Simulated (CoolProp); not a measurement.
R142b along the isobar 588 kPa: Z from the reference equation and from simpler models built on Tc = 137.1 °C, pc = 4055 kPa, ω = 0.232; each cubic takes its own stable root.

Model: reference Helmholtz-energy equation of state, Lemmon 2006, in CoolProp. It is a short technical equation, of lower accuracy than the large ones.

```csv
T (°C),phase,reference
84.65,gas,0.9155
100.65,gas,0.9280
116.65,gas,0.9381
132.75,gas,0.9464
148.75,gas,0.9532
164.75,gas,0.9589
180.85,gas,0.9638
196.85,gas,0.9680
```

**Question.** How far does each simpler model (Pitzer virial, van der Waals, Redlich-Kwong, Soave-Redlich-Kwong, Peng-Robinson) lie from the reference over these 8 states: mean and median of the absolute difference, and the worst?

**Answer.** 
- Pitzer virial: mean 0.2 %, median 0.1 %, worst +0.5 % at 84.65 °C and 588 kPa
- van der Waals: mean 0.9 %, median 0.7 %, worst +2.3 % at 84.65 °C and 588 kPa
- Redlich-Kwong: mean 0.2 %, median 0.2 %, worst +0.8 % at 84.65 °C and 588 kPa
- Soave-Redlich-Kwong: mean 0.1 %, median 0.1 %, worst +0.3 % at 84.65 °C and 588 kPa
- Peng-Robinson: mean 0.5 %, median 0.5 %, worst -0.5 % at 132.75 °C and 588 kPa
